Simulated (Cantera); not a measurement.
Charge: 1 mol C2F6, a varied amount of CH4, held at 725 K and 518 Torr.

Method: chemical equilibrium by Gibbs-energy minimisation in Cantera with the NASA 1993 tables (ideal gas, pure condensed phases). Candidate condensed phases: C, C6H6, C7H8, C8H18; 95 gas species. The feed counts by its element totals alone. Condensed phases not in the tables: fluorocarbon polymer. Gases not in the tables: C2F6 and larger saturated fluorocarbons. Rates play no part.

x: gas mole fraction; n: condensed amount in mol.

```
n(CH4) (mol)  x CF4    x HF      x H2F2   x CHF3    x H3F3  n C(graphite)
------------  -----  ------  ----------  -------  --------  -------------
0.012         0.969  0.0312  (withheld)  2.92e-8    <1e-12          0.524
0.02          0.949  0.0513  (withheld)  4.74e-8  1.11e-12          0.540
0.032         0.920  0.0802  (withheld)  7.29e-8  4.23e-12          0.564
0.052         0.874   0.126  (withheld)  1.11e-7  1.62e-11          0.604
0.085         0.806   0.194  (withheld)  1.65e-7  5.96e-11          0.670
0.14          0.708   0.292  (withheld)  2.33e-7  2.03e-10          0.780
0.23          0.580   0.420  (withheld)  3.03e-7  6.08e-10          0.960
0.37          0.433   0.567  (withheld)  3.54e-7   1.49e-9           1.24
0.6           0.273   0.727  (withheld)  3.60e-7   3.15e-9           1.70
0.97          0.120   0.880  (withheld)  2.89e-7   5.58e-9           2.44
```

**Question.** Some entries are withheld; supply them.

**Answer.** 
- 0.012, x H2F2: 1.02e-7
- 0.02, x H2F2: 2.74e-7
- 0.032, x H2F2: 6.71e-7
- 0.052, x H2F2: 1.65e-6
- 0.085, x H2F2: 3.92e-6
- 0.14, x H2F2: 8.88e-6
- 0.23, x H2F2: 1.84e-5
- 0.37, x H2F2: 3.35e-5
- 0.6, x H2F2: 5.52e-5
- 0.97, x H2F2: 8.08e-5
